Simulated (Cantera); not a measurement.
A perfectly stirred reactor is fed with CH4 : O2 : N2 : H2O = 1 : 2.22 : 8.36 : 0.25 (molar parts), equivalence ratio 0.90, at 0.210 bar; it is adiabatic with a 325 K inlet, and is followed from long to short residence time, starting on the burning branch (τ in s: 0.028, 0.014, 0.007, 0.0035, 0.0017, 0.00087, 0.00043, 0.00022, 0.00011, 5.4e-05, 2.7e-05).

Cantera simulation using GRI-Mech 3.0 (53 species, 325 reactions); the numbers are that mechanism's predictions, not measurements.

Predict: blow-out, bracketed by the residence times tried; x(CH4) at τ = 28.0 ms; x(O2) at τ = 28.0 ms; x(H2O) at τ = 28.0 ms; x(OH) at τ = 28.0 ms; x(H) at τ = 28.0 ms; x(CH4) at τ = 0.870 ms; x(O2) at τ = 0.870 ms; x(H2O) at τ = 0.870 ms; x(OH) at τ = 0.870 ms; x(H) at τ = 0.870 ms.

blow-out, bracketed by the residence times tried: burning at 0.430 ms, out at 0.220 ms
x(CH4) at τ = 28.0 ms: 2.21e-5
x(O2) at τ = 28.0 ms: 0.0262
x(H2O) at τ = 28.0 ms: 0.175
x(OH) at τ = 28.0 ms: 0.00710
x(H) at τ = 28.0 ms: 0.00319
x(CH4) at τ = 0.870 ms: 0.000517
x(O2) at τ = 0.870 ms: 0.0383
x(H2O) at τ = 0.870 ms: 0.158
x(OH) at τ = 0.870 ms: 0.00733
x(H) at τ = 0.870 ms: 0.0123
